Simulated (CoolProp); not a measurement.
Methanol along the isobar 9.49 MPa: Z from the reference equation and from simpler models built on Tc = 240.2 °C, pc = 8.216 MPa, ω = 0.565; each cubic takes its own stable root.

The numbers come from the reference Helmholtz-energy equation of state, de Reuck 1993 in CoolProp.

| T (°C) | phase | reference |
|---|---|---|
| 121.65 | liquid | 0.1321 |
| 128.55 | liquid | 0.1314 |
| 135.35 | liquid | 0.1307 |
| 142.25 | liquid | 0.1302 |
| 149.15 | liquid | 0.1298 |
| 155.95 | liquid | 0.1296 |
| 162.85 | liquid | 0.1295 |
| 169.75 | liquid | 0.1296 |
| 176.55 | liquid | 0.1299 |
| 183.45 | liquid | 0.1305 |
| 190.35 | liquid | 0.1313 |
| 197.15 | liquid | 0.1324 |
| 204.05 | liquid | 0.1340 |
| 210.95 | liquid | 0.1361 |

How far does each simpler model (Redlich-Kwong, Soave-Redlich-Kwong, Peng-Robinson) lie from the reference over these 14 states: mean and median of the absolute difference, and the worst?


- Redlich-Kwong: mean 48.9 %, median 48.7 %, worst +54.7 % at 210.95 °C and 9.49 MPa
- Soave-Redlich-Kwong: mean 37.5 %, median 36.8 %, worst +44.5 % at 210.95 °C and 9.49 MPa
- Peng-Robinson: mean 21.7 %, median 21.0 %, worst +28.4 % at 210.95 °C and 9.49 MPa
